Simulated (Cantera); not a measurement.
A freely propagating, adiabatic, planar premixed flame of H2 : O2 : N2 = 1 : 0.2 : 0.752 (molar parts), unburnt at 523 K and 0.360 bar; mixture-averaged transport, grid criteria slope 0.08 and curve 0.16, no radiation.

Cantera simulation using the H2/O2 subset of GRI-Mech 3.0, which has no nitrogen chemistry; the numbers are that mechanism's predictions, not measurements. Burning velocities carry a grid error of a few per cent, more on coarse grids.

What does this change do: N2 0.752 to 0.96 parts?


| quantity | before | after |
|---|---|---|
| laminar burning velocity | 600 cm/s | 506 cm/s |
| thermal thickness | 1.68 mm | 1.73 mm |
| peak x(H) | 0.0976 | 0.0813 |
| peak x(O) | 0.00280 | 0.00221 |
| peak x(HO2) | 0.000126 | 0.000113 |
| peak x(H2O2) | 4.85e-6 | 4.77e-6 |

What does this change do: H2 1 to 1.3 parts?


```
quantity                    before     after
------------------------  --------  --------
laminar burning velocity  600 cm/s  524 cm/s
thermal thickness          1.68 mm   1.80 mm
peak x(H)                   0.0976    0.0783
peak x(O)                  0.00280   0.00148
peak x(HO2)               0.000126  0.000111
peak x(H2O2)               4.85e-6   4.18e-6
```
